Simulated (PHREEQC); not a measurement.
Dissolve 0.0017 mol NaHCO3 and 0.00024 mol Na2SO4 per kg of water at 11 °C. Closed to the air; pH follows from the charge balance.

Computed with PHREEQC (ion-association model, phreeqc.dat).

| quantity | before | after |
|---|---|---|
| pH | 8.40 | 8.37 |
| NaSO4- (mol/kgw) | 1.92e-6 | 4.75e-5 |

Task: Which change was made?
(A) temperature from 11 to 15 °C
(B) NaHCO3 replaced by Na2HPO4 at the same molality
(C) Na2SO4 from 0.00024 to 0.0024 mol/kgw
(D) 2.9e-05 mol/kgw HBr added
(E) 0.001 mol/kgw Li2SO4 added

Result: C, Na2SO4 from 0.00024 to 0.0024 mol/kgw

No solid was allowed to form. At this temperature some constants are extrapolated from 25 °C, and those without enthalpy data are left unchanged.
